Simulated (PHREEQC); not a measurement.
PHREEQC input (ion-association model, phreeqc.dat):

```
SOLUTION 0
  temp 25
  units mmol/kgw
  pH 7 charge
  S(6) 0.74
  Na 1.48
  Cl 0.01
  O(0) 1 O2(g) -0.68
SOLUTION 1-30
  temp 25
  units mmol/kgw
  pH 7 charge
  Cl 86.01
  Cd 43
  O(0) 1 O2(g) -0.68
END
EXCHANGE 1-30
  X 0.0037
  -equilibrate 1
END
SELECTED_OUTPUT 1
  -reset false
  -pH true
  -pe true
  -ionic_strength true
  -water true
  -step true
  -totals Cd Cl Na S S(-2) S(6)
  -molalities NaX CdX2
  -saturation_indices Halite Cd(OH)2
PRINT
  -reset false
TRANSPORT
  -cells 30
  -shifts 240
  -lengths 0.00333333
  -time_step 300
  -dispersivities 0.0035
  -boundary_conditions flux flux
  -correct_disp true
  -punch_cells 30
  -punch_frequency 8
END
```

Selected output (columns that matter, 11 of 31 rows; pore volumes added in front):

```
pore volumes	pH	mu	Cd	Cl	Na	S	m_NaX	m_CdX2	si_Halite	si_Cd(OH)2
0	5.0325	0.064829	0.043	0.08601	0	0	0	0.00185	-1000	-5.8541
0.8167	5.0404	0.051625	0.031679	0.063336	0.0003575	0.0001951	5.0561e-06	0.0018475	-6.5855	-5.8818
1.6167	5.0481	0.0048646	0.0011914	0.0021759	0.0012257	0.00072136	5.7767e-05	0.0018211	-7.2387	-6.7028
2.4167	5.0455	0.0022904	0.00010371	2.6296e-05	0.0012886	0.00073986	0.00019317	0.0017534	-9.0901	-7.6919
3.2167	5.0456	0.0022487	5.4663e-05	1.008e-05	0.0013708	0.00074	0.00027957	0.0017102	-9.4779	-7.9693
4.0167	5.0456	0.0022404	3.9116e-05	1e-05	0.0014018	0.00074	0.00033527	0.0016824	-9.4711	-8.1146
4.8167	5.0456	0.0022363	3.1174e-05	1e-05	0.0014177	0.00074	0.00037746	0.0016613	-9.4659	-8.2131
5.6167	5.0456	0.0022337	2.6252e-05	1e-05	0.0014275	0.00074	0.00041205	0.001644	-9.4628	-8.2877
6.4167	5.0456	0.0022319	2.2859e-05	1e-05	0.0014343	0.00074	0.00044168	0.0016292	-9.4606	-8.3478
7.2167	5.0456	0.0022306	2.0357e-05	1e-05	0.0014393	0.00074	0.0004678	0.0016161	-9.459	-8.3981
8.0167	5.0456	0.0022296	1.8424e-05	1e-05	0.0014432	0.00074	0.00049127	0.0016044	-9.4578	-8.4415
```

Species that the database lacks are ignored.
